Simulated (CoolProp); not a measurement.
Vapour-liquid equilibrium of propylene (1) + R134a (2) at 0.493 MPa; x and y are mole fractions of (1).

Computed with CoolProp (multi-fluid Helmholtz-energy mixture model, Lemmon 2013 and Tillner-Roth 1994; pair parameters Bell 2016).

Problem. Give the bubble temperature and the first vapour's composition at x = 0.2, 0.5, 0.95. Is there an azeotrope?

Solution. x = 0.2: 2.0 °C, y = 0.446; x = 0.5: -5.0 °C, y = 0.665; x = 0.95: -6.3 °C, y = 0.933. y crosses x between x = 0.8 and 0.95: the model has an azeotrope there.

The pair parameters rest on a limited set of measurements; away from them the model extrapolates.
